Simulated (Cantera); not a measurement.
# Calcination and drying: Mg(OH)₂ + H₂O

Input: 1 mol Mg(OH)₂, 2.7 mol H₂O, equilibrated at 750 Torr.

Cantera equilibrium calculation (NASA polynomials, part measured and part estimated; ideal gas, pure solids and liquids). Candidate condensed phases: H₂O, Mg, MgO, Mg(OH)₂; 15 gas species. Kinetics and transport are ignored.

| T (K) | x H₂O | x H₂ | x OH | x O₂ | n MgO(s) |
|---|---|---|---|---|---|
| 1175 | 1.000 | 4.88e-6 | 3.87e-7 | 2.34e-6 | 1.00 |
| 1275 | 1.000 | 1.86e-5 | 1.99e-6 | 8.81e-6 | 1.00 |
| 1375 | 1.000 | 5.86e-5 | 8.06e-6 | 2.73e-5 | 1.00 |
| 1475 | 1.000 | 0.000158 | 2.70e-5 | 7.24e-5 | 1.00 |
| 1575 | 0.999 | 0.000378 | 7.76e-5 | 0.000170 | 1.000 |
| 1675 | 0.999 | 0.000814 | 0.000197 | 0.000358 | 1.000 |
| 1775 | 0.997 | 0.00161 | 0.000448 | 0.000694 | 1.000 |
| 1875 | 0.995 | 0.00296 | 0.000934 | 0.00125 | 1.000 |
| 1975 | 0.991 | 0.00512 | 0.00180 | 0.00212 | 1.000 |
| 2075 | 0.985 | 0.00840 | 0.00327 | 0.00341 | 1.000 |
| 2175 | 0.975 | 0.0131 | 0.00558 | 0.00523 | 0.999 |
x: gas mole fraction; n: condensed amount in mol.

From 1175 K to 2175 K the condensed part is MgO(s).
